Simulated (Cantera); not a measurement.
Standard-state values (1 bar) from the NASA 1993 polynomials, evaluated with Cantera. Values are per mole of reaction as written; species without (g) are pure solids or liquids, kept so even where they would boil at 1 bar.

Q: Between 300 and 600 K, where is each reaction favourable under standard conditions?
- H₂S(g) + 3 NiS ⇌ H₂(g) + Ni₃S₄

A: 
- H₂S(g) + 3 NiS ⇌ H₂(g) + Ni₃S₄: ΔG° is -3 kJ at 300 K and 9 kJ at 600 K; it changes sign between 350 and 400 K. ΔH° is -10 kJ and ΔS° -31 J/K at 600 K.
